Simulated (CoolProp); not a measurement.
Methane at several states: density (kg/m³) from the reference equation and from simpler models built on Tc = -82.6 °C, pc = 45.99 bar, ω = 0.011; each cubic takes its own stable root.

Values from CoolProp's reference Helmholtz-energy equation of state, Setzmann 1991.

```json
[
 {"T (°C)": "-150.65", "p (bar)": "1.21", "phase": "gas", "reference": "?", "Redlich-Kwong": "?", "Soave-Redlich-Kwong": "1.965"},
 {"T (°C)": "31.45", "p (bar)": "0.356", "phase": "gas", "reference": "0.2256", "Redlich-Kwong": "0.2256", "Soave-Redlich-Kwong": "0.2256"},
 {"T (°C)": "-175.75", "p (bar)": "50.3", "phase": "liquid", "reference": "446.0", "Redlich-Kwong": "?", "Soave-Redlich-Kwong": "?"},
 {"T (°C)": "253.05", "p (bar)": "48.7", "phase": "supercritical", "reference": "17.79", "Redlich-Kwong": "17.86", "Soave-Redlich-Kwong": "17.71"},
 {"T (°C)": "236.45", "p (bar)": "36.4", "phase": "gas", "reference": "13.77", "Redlich-Kwong": "13.81", "Soave-Redlich-Kwong": "13.72"}
]
```

### Question
Some entries are withheld; supply them.

### Answer

- -150.65, reference: 1.970
- -150.65, Redlich-Kwong: 1.967
- -175.75, Redlich-Kwong: 453.5
- -175.75, Soave-Redlich-Kwong: 447.0
